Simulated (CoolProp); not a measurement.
Vapour-liquid equilibrium of R1234yf (1) + R227EA (2) at 1.49 MPa; x and y are mole fractions of (1).

The numbers come from the multi-fluid Helmholtz-energy mixture model, Lemmon 2022 and Lemmon 2016; pair parameters Bell 2016 in CoolProp.

**Question.** Give the bubble temperature and the first vapour's composition at x = 0.15, 0.35, 0.75. Is there an azeotrope?

**Answer.** x = 0.15: 340.9 K, y = 0.177; x = 0.35: 337.9 K, y = 0.397; x = 0.75: 332.3 K, y = 0.787. No azeotrope shows between x = 0.05 and 0.95.

Pair parameters are fitted to limited data, so mixtures are less certain than the pure fluids.
